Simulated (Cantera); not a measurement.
Input: 1 mol CH₃F, 0.34 mol CH₄, 15 mol H₂.

Equilibrium computed with Cantera from the NASA thermochemical tables; the gas is ideal and each condensed phase is pure. Candidate condensed phases: C, C₆H₆, C₇H₈, C₈H₁₈; 95 gas species. Equilibrium is a limit: real reactors are often held back by kinetics, nucleation or transport.

Task: What condenses at these points (T in °C, P in Pa): (602, 100000); (1102, 1300); (702, 1); (1302, 320); (502, 24000)?

Result: 
```json
[
 {"T (°C)": "602", "P in Pa": "100000", "condensed phases": "gas only", "C condensed (%)": "0.0"},
 {"T (°C)": "1102", "P in Pa": "1300", "condensed phases": "C", "C condensed (%)": "99.9"},
 {"T (°C)": "702", "P in Pa": "1", "condensed phases": "C", "C condensed (%)": "100.0"},
 {"T (°C)": "1302", "P in Pa": "320", "condensed phases": "C", "C condensed (%)": "99.9"},
 {"T (°C)": "502", "P in Pa": "24000", "condensed phases": "gas only", "C condensed (%)": "0.0"}
]
```
